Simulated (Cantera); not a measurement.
An isothermal, constant-pressure homogeneous reactor starts with NO : N2 : H2O = 1 : 0.28 : 0.021 (molar parts), at 1500 K and 825 Torr.

Computed with Cantera and GRI-Mech 3.0 (53 species, 325 reactions).

One state of this run: x NO = 0.760; x N2 = 0.219; x N2O = 0.000180; x O = 3.50e-7; x O2 = 0.00366. x: mole fraction; the columns are a selection and need not sum to one.

Problem. Which value of t (s) does it belong to?
A) 0.0245
B) 3.00e-5
C) 0.700
D) 0.00262

Solution. C, 0.700
